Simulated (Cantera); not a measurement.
Mixture: 19.9 % H2, 16.8 % O2, 63.3 % N2, at 100000 Pa, adiabatic and at constant pressure. Ignition delay is the time to a rise of 400 K.

Model: the H2/O2 subset of GRI-Mech 3.0, which has no nitrogen chemistry, integrated in Cantera. Where the delays flatten at high temperature, the 400 K rule measures the pace of heat release, not the induction time.

Predict: delay at 1300 K; delay at 1500 K; delay at 1700 K; delay at 1900 K; delay at 2100 K.


```json
{
 "delay at 1300 K": "33.4 µs",
 "delay at 1500 K": "22.5 µs",
 "delay at 1700 K": "22.0 µs",
 "delay at 1900 K": "26.1 µs",
 "delay at 2100 K": "33.4 µs"
}
```
